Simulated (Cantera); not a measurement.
Feed: 1 mol MgCO3, 0.68 mol SO3, 0.042 mol O2, at 725 °C and 2480 Torr.

Method: chemical equilibrium by Gibbs-energy minimisation in Cantera with the NASA 1993 tables (ideal gas, pure condensed phases). Candidate condensed phases: C, Mg, MgCO3, MgO, MgS, MgSO4, S; 26 gas species. Kinetics and transport are ignored.

Task: What is the equilibrium state?

Result: 
```
Item                                        Value
--------------------------------------  ---------
x(CO2)                                      0.960
x(O2)                                      0.0403
x(SO2)                                    2.16e-6
x(SO3)                                    1.45e-6
n(MgO(s))                               0.320 mol
n(MgSO4(s))                             0.680 mol
gas amount                              1.042 mol
log10 activity of MgCO3(s) (absent)         -2.27
log10 activity of C(graphite) (absent)     -19.34
log10 activity of S(l) (absent)            -19.74
```
